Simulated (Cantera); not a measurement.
# H2O + SO2 + HF (abatement and gas-phase synthesis)

Input: 1 mol H2O, 0.0079 mol SO2, 0.13 mol HF, equilibrated at 510 Torr.

Equilibrium computed with Cantera from the NASA thermochemical tables; the gas is ideal and each condensed phase is pure. Candidate condensed phases: H2O, H2SO4, S; 71 gas species. Ions and electrons are included (thermal ionisation). Equilibrium is a limit: real reactors are often held back by kinetics, nucleation or transport.

```tsv
T (K)	x H	x H2O	x O	x H2	x OH	x HF	x O2	x F
3000	0.0697	0.527	0.0297	0.133	0.0921	0.0960	0.0467	0.000312
3500	0.287	0.159	0.137	0.160	0.131	0.0671	0.0523	0.00162
4000	0.518	0.0152	0.259	0.0718	0.0639	0.0414	0.0206	0.00724
4500	0.609	0.000940	0.300	0.0211	0.0190	0.0201	0.00495	0.0222
5000	0.636	7.74e-5	0.307	0.00665	0.00598	0.00641	0.00131	0.0340
```
x: gas mole fraction; nothing condenses.

From 3000 K to 5000 K nothing is condensed.
